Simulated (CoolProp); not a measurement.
The fluid at 298.15 K and 0.0466 MPa flows at 8.7 m/s in a round tube of 6 mm bore and 45 µm roughness, fully developed (64/Re and Nu = 3.66 if laminar; Colebrook and Gnielinski if turbulent). The same conditions are run with several fluids, on thermodynamics alone (safety and materials aside).

Model: reference Helmholtz-energy equation of state of each fluid (R11: Jacobsen 1992; c-C4F8 (RC318): Platzer 1990; dry air: Lemmon 2000; normal hydrogen: Leachman 2009), in CoolProp. The equations of Platzer and Polt are older, rougher fits. Blends and air are pseudo-pure fits.

Q: Rank R11, c-C4F8 (RC318), dry air, normal hydrogen by Reynolds number, highest first.

A: c-C4F8 (RC318) (17400), R11 (13400), dry air (1540), normal hydrogen (222)

| fluid | Darcy friction factor | pressure drop (Pa/m) | heat-transfer coefficient (W/(m² K)) | mass flow (kg/h) |
|---|---|---|---|---|
| R11 | 0.0392 | 648 | 74.0 | 2.32 |
| c-C4F8 (RC318) | 0.0382 | 918 | 140 | 3.38 |
| dry air | 0.0415 | 143 | 16.0 | 0.482 |
| normal hydrogen | 0.288 | 68.8 | 113 | 0.0335 |

Transport values come from each fluid's own correlations; those of R11, c-C4F8 (RC318) are estimates that may be off by 10 % or more.
